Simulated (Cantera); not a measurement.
Feed: 1 mol Ti, 0.058 mol C3H8, at 2098 K and 270 Torr.

Equilibrium computed with Cantera from the NASA thermochemical tables; the gas is ideal and each condensed phase is pure. Candidate condensed phases: C, C6H6, C7H8, C8H18, Ti, TiC; 77 gas species. Mutual solubility and eutectic melting of coexisting phases are not modelled. TiC: taken at fixed stoichiometry. Condensed phases not in the tables: N, O or C dissolved in the metal. Equilibrium is a limit: real reactors are often held back by kinetics, nucleation or transport.

Question: What is the equilibrium state?

Answer: 
| Quantity | Result |
|---|---|
| x(H2) | 0.995 |
| x(H) | 0.00512 |
| x(Ti) | 9.41e-5 |
| n(Ti(l)) | 0.826 mol |
| n(TiC(s)) | 0.174 mol |
| gas amount | 0.2326 mol |
| log10 activity of C(graphite) (absent) | -3.86 |
